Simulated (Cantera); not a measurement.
# TiCl4 + O2 (titanium nitride, carbide and oxide coatings)

Charge: 1 mol TiCl4, 0.094 mol O2, held at 1.00 bar.

Cantera equilibrium calculation (NASA polynomials, part measured and part estimated; ideal gas, pure solids and liquids). Candidate condensed phases: Ti, TiCl2, TiCl3, TiCl4, TiO, TiO2, Ti2O3, Ti3O5, Ti4O7; 15 gas species. Condensed phases not in the tables: TiOCl. Kinetics and transport are ignored.

```csv
T (K),x TiCl4,x Cl,x Cl2,x TiCl3,n TiO2(rutile)
1098,0.828,0.000612,0.171,2.38e-7,0.0940
1173,0.828,0.00146,0.171,1.12e-6,0.0940
1248,0.827,0.00316,0.170,4.40e-6,0.0940
1323,0.826,0.00622,0.168,1.47e-5,0.0940
1398,0.823,0.0114,0.165,4.35e-5,0.0940
1473,0.820,0.0194,0.160,0.000115,0.0940
1548,0.815,0.0313,0.154,0.000280,0.0940
1623,0.807,0.0477,0.144,0.000631,0.0939
1698,0.798,0.0690,0.132,0.00134,0.0938
1773,0.785,0.0950,0.117,0.00269,0.0936
1848,0.768,0.125,0.101,0.00520,0.0932
1923,0.748,0.157,0.0834,0.00968,0.0925
1998,0.721,0.190,0.0672,0.0174,0.0911
```
x: gas mole fraction; n: condensed amount in mol.

From 1098 K to 1998 K the condensed part is TiO2(rutile). The main Ti-bearing gas is TiCl4 throughout.
